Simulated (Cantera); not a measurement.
Input (Python, Cantera) and output of one run.

```python
import numpy as np
import cantera as ct

gas_names = """
    C CH CH2 CH3 CH2OH CH3O CH4 CH3OH CO COS CO2 COOH CS CS2 C2 C2H CHCO,ketyl C2H2,acetylene
    C2H2,vinylidene CH2CO,ketene C2H3,vinyl CH3CO,acetyl C2H4 C2H4O,ethylen CH3CHO,ethanal CH3COOH
    (HCOOH)2 C2H5 C2H6 CH3OCH3 C2H5OH C2O C3 C3H3,propargyl C3H4,allene C3H4,propyne C3H4,cyclo-
    C3H5,allyl C3H6,propylene C3H6,cyclo- C3H6O C3H7,n-propyl C3H7,i-propyl C3H8 C3H8O,1propanol
    C3H8O,2propanol C3O2 C4 C4H2 C4H4,1,3-cyclo- C4H6,butadiene C4H6,2-butyne C4H6,cyclo- C4H8,1-butene
    C4H8,cis2-buten C4H8,tr2-butene C4H8,isobutene C4H8,cyclo- (CH3COOH)2 C4H9,n-butyl C4H9,i-butyl
    C4H9,s-butyl C4H9,t-butyl C4H10,isobutane C4H10,n-butane C5 C5H6,1,3cyclo- C5H8,cyclo-
    C5H10,1-pentene C5H10,cyclo- C5H11,pentyl C5H11,t-pentyl C5H12,n-pentane C5H12,i-pentane
    CH3C(CH3)2CH3 C6H2 C6H5,phenyl C6H5O,phenoxy C6H6 C6H5OH,phenol C6H10,cyclo- C6H12,1-hexene
    C6H12,cyclo- C6H13,n-hexyl C7H7,benzyl C7H8 C7H8O,cresol C7H14,1-heptene C7H15,n-heptyl
    C7H16,n-heptane C8H8,styrene C8H10,ethylbenz C8H16,1-octene C8H17,n-octyl C8H18,isooctane
    C8H18,n-octane C9H19,n-nonyl C10H8,naphthale C10H21,n-decyl C12H9,o-bipheny C12H10,bipheny H HCO HO2
    H2 HCHO,formaldehy HCOOH H2O H2O2 H2S H2SO4 Mg MgH MgO MgOH MgO2H2 MgS Mg2 O OH O2 O3 S SH SO SO2
    SO3 S2 S2O S8
""".split()
cond_names = """
    C(gr) C6H6(L) C7H8(L) C8H18(L),n-octa H2O(s) H2O(L) H2SO4(L) Mg(cr) Mg(L) MgCO3(s) MgO(s) MgO(L)
    MgO2H2(s) MgS(s) MgSO4(s) MgSO4(L) S(cr1) S(cr2) S(L)
""".split()


def load(file, names, dense=False):
    # The tables refer to 1 bar. Condensed volumes are neglected.
    table = {s.name: s for s in ct.Species.list_from_file(file)}
    out = []
    for n in names:
        d = dict(table[n].input_data)
        d["thermo"] = dict(d["thermo"], **{"reference-pressure": 1e5})
        if dense:
            d["equation-of-state"] = {"model": "constant-volume", "density": "1e6 g/cm^3"}
        out.append(ct.Species.from_dict(d))
    return out


gas = ct.Solution(thermo="ideal-gas", species=load("nasa_gas.yaml", gas_names))
cond = {s.name: ct.Solution(thermo="fixed-stoichiometry", species=[s], name=s.name)
        for s in load("nasa_condensed.yaml", cond_names, dense=True)}
atoms = {
    'MgSO4': {'Mg': 1, 'S': 1, 'O': 4},
    'CO2': {'C': 1, 'O': 2},
    'H2': {'H': 2},
}
top_T = {'C(gr)': 4500, 'MgS(s)': 2250}  # K; cautious upper limits of use, not melting points


def equilibrate(T, P, feed):
    n = {}
    for name, mol in feed.items():
        for a, k in atoms[name].items():
            n[a] = n.get(a, 0.0) + k * mol
    gas.TPX = T, P, n
    mass = sum(n.values()) * gas.mean_molecular_weight
    gas.equilibrate("TP")
    valid = [c for c in cond.values() if c.min_temp <= T <= top_T.get(c.name, c.max_temp)]
    mix = ct.Mixture([(gas, mass / gas.mean_molecular_weight)] + [(c, 0.0) for c in valid])
    mix.T, mix.P = T, P
    mix.equilibrate("TP", solver="vcs", rtol=1e-11, max_steps=5000)
    return mix


results = []
feed = {'MgSO4': 1, 'CO2': 0.55, 'H2': 2.2}  # mol
T = 1973  # K
P = 430  # Pa
mix = equilibrate(T, P, feed)
results.append((T, P, feed, dict(zip(mix.species_names, mix.species_moles))))
x = sorted(zip(gas.X, gas.species_names), reverse=True)
print(f"T = {T:g} K  P = {P:g} Pa  gas = {mix.phase_moles(0):.4g} mol")
print("   x: " + "  ".join(f"{s} {v:.3e}" for v, s in x if v > 1e-05))
print("   condensed (mol): " + ("  ".join(f"{mix.phase(i).name} {mix.phase_moles(i):.4g}"
      for i in range(1, mix.n_phases) if mix.phase_moles(i) > 1e-12) or "none"))
```

Output:

```
T = 1973 K  P = 430 Pa  gas = 3.754 mol
   x: H2O 4.215e-01  SO2 2.142e-01  H2 1.582e-01  CO 9.191e-02  CO2 5.460e-02  SO 3.972e-02  H 8.184e-03  S2 3.853e-03  S 2.517e-03  OH 2.070e-03  SH 1.661e-03  Mg 8.974e-04  H2S 4.097e-04  O2 9.084e-05  S2O 8.463e-05  O 7.882e-05  MgOH 4.210e-05  MgO2H2 1.330e-05
   condensed (mol): MgO(s) 0.9964
```

Cantera equilibrium calculation (NASA polynomials, part measured and part estimated; ideal gas, pure solids and liquids).
